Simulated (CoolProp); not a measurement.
R1233zd(E) along the isobar 959 kPa: fugacity coefficient from the reference equation and from simpler models built on Tc = 438.9 K, pc = 3583 kPa, ω = 0.304; each cubic takes its own stable root.

Computed with CoolProp (reference Helmholtz-energy equation of state, Akasaka 2022).

| T (K) | phase | reference |
|---|---|---|
| 292.1 | liquid | 0.1084 |
| 305.2 | liquid | 0.1694 |
| 318.4 | liquid | 0.2530 |
| 331.5 | liquid | 0.3612 |
| 344.7 | liquid | 0.4981 |
| 357.9 | liquid | 0.6641 |
| 371 | gas | 0.8333 |
| 384.2 | gas | 0.8523 |
| 397.4 | gas | 0.8684 |
| 410.5 | gas | 0.8822 |
| 423.7 | gas | 0.8943 |
| 436.8 | gas | 0.9048 |
| 450 | gas | 0.9141 |

### Question
How far does each simpler model (van der Waals, Peng-Robinson) lie from the reference over these 13 states: mean and median of the absolute difference, and the worst?

### Answer
- van der Waals: mean 86.3 %, median 5.8 %, worst +382.5 % at 292.1 K and 959 kPa
- Peng-Robinson: mean 0.3 %, median 0.2 %, worst -0.6 % at 450 K and 959 kPa

At some of these states van der Waals gives the other phase, because its saturation line lies elsewhere.
